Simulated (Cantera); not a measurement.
An isothermal, constant-pressure homogeneous reactor starts with H₂ : O₂ : H₂O = 0.011 : 1 : 0.0017 (molar parts), at 1473 K and 10.00 Torr.

Detailed kinetics in Cantera: GRI-Mech 3.0 (53 species, 325 reactions). Radical loss at walls, strong at low pressure, is not modelled.

x: mole fraction; the columns are a selection and need not sum to one.

```
t (s)         x H₂   x O₂    x HO₂    x H₂O    x H₂O₂       x O
--------  --------  -----  -------  -------  --------  --------
3.00e-5     0.0109  0.987  1.97e-8  0.00168  1.97e-12   1.09e-8
0.000105    0.0109  0.987  6.92e-8  0.00168  2.32e-11   6.67e-8
0.000370    0.0109  0.987  2.42e-7  0.00168  2.45e-10   4.85e-7
0.00130     0.0108  0.987  8.29e-7  0.00171   1.90e-9   2.49e-5
0.00456   0.000132  0.977  3.97e-7   0.0112   1.01e-8   0.00915
0.0160     5.06e-5  0.977  3.60e-7   0.0115   8.45e-9   0.00918
0.0562     4.69e-5  0.978  3.45e-7   0.0115   8.20e-9   0.00847
0.197            ?  0.980        ?   0.0117         ?         ?
0.693            ?  0.984        ?   0.0120         ?         ?
2.43       4.42e-6  0.986  8.57e-8   0.0123   2.44e-9  0.000751
8.54       6.70e-7  0.987  4.41e-8   0.0125  6.85e-10  0.000113
30.0       1.64e-7  0.987  5.86e-8   0.0126  2.72e-10   2.75e-5
```

Task: Fill in the missing entries.

Result: 
- 0.197, x H₂: 3.66e-5
- 0.197, x HO₂: 3.01e-7
- 0.197, x H₂O₂: 7.40e-9
- 0.197, x O: 0.00652
- 0.693, x H₂: 1.82e-5
- 0.693, x HO₂: 2.01e-7
- 0.693, x H₂O₂: 5.36e-9
- 0.693, x O: 0.00317
